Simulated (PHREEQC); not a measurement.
Make-up at 25 °C: 0.0051 mol/kgw CuCl2, 0.25 mol/kgw H2SO4 and 0.00015 mol/kgw FeCl3. Closed to the air; pH follows from the charge balance.

Equilibrium calculation in PHREEQC: ion-association model, wateq4f.dat.

Each row changes one thing in this solution. This is a speciation only: nothing precipitates in the calculation.

```
case                                    pH  ionic strength (mol/kgw)  HSO4- (mol/kgw)  SO4-2 (mol/kgw)  Cu+2 (mol/kgw)  CuSO4 (mol/kgw)  SI of Chalcanthite (CuSO4:5H2O)  SI of Goethite (FeOOH)
------------------------------------  ----  ------------------------  ---------------  ---------------  --------------  ---------------  -------------------------------  ----------------------
as made                               0.66                     0.321            0.219           0.0293         0.00366          0.00141                            -2.51                   -3.33
0.017 mol/kgw Al(NO3)3 added          0.64                     0.367            0.206       (withheld)         0.00382          0.00125                            -2.56                   -3.34
diluted 5-fold with water             1.27                    0.0798           0.0360       (withheld)        0.000693         0.000325                            -3.15                   -1.76
H2SO4 from 0.25 to 0.5 mol/kgw        0.39                     0.592            0.459           0.0393         0.00384          0.00123                            -2.56                   -4.34
CuCl2 from 0.0051 to 0.00102 mol/kgw  0.66                     0.311            0.220           0.0293        0.000730         0.000289                            -3.20                   -3.33
```

Problem. Complete the blanks.

Solution. 
- 0.017 mol/kgw Al(NO3)3 added, SO4-2 (mol/kgw): 0.0275
- diluted 5-fold with water, SO4-2 (mol/kgw): 0.0137

Species that the database lacks are ignored.
